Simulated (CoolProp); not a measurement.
Vapour-liquid equilibrium of cyclohexane (1) + n-nonane (2) at 995 kPa; x and y are mole fractions of (1).

Values from CoolProp's multi-fluid Helmholtz-energy mixture model, Zhou 2014 and Lemmon 2006; pair parameters Bell 2016.

```json
[
 {"x": "0.05", "bubble temperature, mixture model (°C)": "___", "bubble temperature, Raoult's law (°C)": "256.9", "y, mixture model": "0.103", "y, Raoult's law": "0.152"},
 {"x": "0.2", "bubble temperature, mixture model (°C)": "___", "bubble temperature, Raoult's law (°C)": "238.3", "y, mixture model": "0.370", "y, Raoult's law": "0.475"},
 {"x": "0.35", "bubble temperature, mixture model (°C)": "___", "bubble temperature, Raoult's law (°C)": "223.3", "y, mixture model": "___", "y, Raoult's law": "0.673"},
 {"x": "0.5", "bubble temperature, mixture model (°C)": "216.1", "bubble temperature, Raoult's law (°C)": "210.9", "y, mixture model": "0.730", "y, Raoult's law": "0.801"},
 {"x": "0.65", "bubble temperature, mixture model (°C)": "___", "bubble temperature, Raoult's law (°C)": "200.5", "y, mixture model": "0.845", "y, Raoult's law": "0.887"},
 {"x": "0.8", "bubble temperature, mixture model (°C)": "___", "bubble temperature, Raoult's law (°C)": "191.7", "y, mixture model": "0.928", "y, Raoult's law": "0.946"},
 {"x": "0.95", "bubble temperature, mixture model (°C)": "184.5", "bubble temperature, Raoult's law (°C)": "184.0", "y, mixture model": "___", "y, Raoult's law": "0.989"}
]
```

Some entries are withheld; supply them.


- 0.05, bubble temperature, mixture model (°C): 258.5
- 0.2, bubble temperature, mixture model (°C): 243.0
- 0.35, bubble temperature, mixture model (°C): 228.9
- 0.35, y, mixture model: 0.575
- 0.65, bubble temperature, mixture model (°C): 204.4
- 0.8, bubble temperature, mixture model (°C): 193.8
- 0.95, y, mixture model: 0.985

The largest gap from Raoult's law is +5.6 K in bubble temperature, at x = 0.35. No azeotrope shows between x = 0.05 and 0.95.

The pair parameters rest on a limited set of measurements; away from them the model extrapolates.
